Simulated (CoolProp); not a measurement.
Vapour-liquid equilibrium of R142b (1) + R113 (2) at 0.329 MPa; x and y are mole fractions of (1).

Values from CoolProp's multi-fluid Helmholtz-energy mixture model, Lemmon 2006 and Marx 1992; pair parameters Bell 2016.

```json
[
 {"x": "0.05", "bubble temperature, mixture model (K)": "353.3", "bubble temperature, Raoult's law (K)": "354.2", "y, mixture model": "0.215", "y, Raoult's law": "0.214"},
 {"x": "0.125", "bubble temperature, mixture model (K)": "342.9", "bubble temperature, Raoult's law (K)": "344.9", "y, mixture model": "0.440", "y, Raoult's law": "0.438"},
 {"x": "0.2", "bubble temperature, mixture model (K)": "334.7", "bubble temperature, Raoult's law (K)": "337.2", "y, mixture model": "0.588", "y, Raoult's law": "0.587"},
 {"x": "0.275", "bubble temperature, mixture model (K)": "328.0", "bubble temperature, Raoult's law (K)": "330.8", "y, mixture model": "0.688", "y, Raoult's law": "0.692"},
 {"x": "0.35", "bubble temperature, mixture model (K)": "322.6", "bubble temperature, Raoult's law (K)": "325.3", "y, mixture model": "0.759", "y, Raoult's law": "0.768"},
 {"x": "0.425", "bubble temperature, mixture model (K)": "318.1", "bubble temperature, Raoult's law (K)": "320.5", "y, mixture model": "0.811", "y, Raoult's law": "0.824"},
 {"x": "0.5", "bubble temperature, mixture model (K)": "314.3", "bubble temperature, Raoult's law (K)": "316.4", "y, mixture model": "0.851", "y, Raoult's law": "0.867"},
 {"x": "0.575", "bubble temperature, mixture model (K)": "311.0", "bubble temperature, Raoult's law (K)": "312.6", "y, mixture model": "0.883", "y, Raoult's law": "0.901"},
 {"x": "0.65", "bubble temperature, mixture model (K)": "308.1", "bubble temperature, Raoult's law (K)": "309.3", "y, mixture model": "0.909", "y, Raoult's law": "0.927"},
 {"x": "0.725", "bubble temperature, mixture model (K)": "305.5", "bubble temperature, Raoult's law (K)": "306.3", "y, mixture model": "0.932", "y, Raoult's law": "0.949"},
 {"x": "0.8", "bubble temperature, mixture model (K)": "303.1", "bubble temperature, Raoult's law (K)": "303.5", "y, mixture model": "0.952", "y, Raoult's law": "0.966"},
 {"x": "0.875", "bubble temperature, mixture model (K)": "300.9", "bubble temperature, Raoult's law (K)": "301.0", "y, mixture model": "0.971", "y, Raoult's law": "0.981"},
 {"x": "0.95", "bubble temperature, mixture model (K)": "298.7", "bubble temperature, Raoult's law (K)": "298.7", "y, mixture model": "0.989", "y, Raoult's law": "0.993"}
]
```

The largest gap from Raoult's law is -2.8 K in bubble temperature, at x = 0.275. No azeotrope shows between x = 0.05 and 0.95.

The pair parameters rest on a limited set of measurements; away from them the model extrapolates.
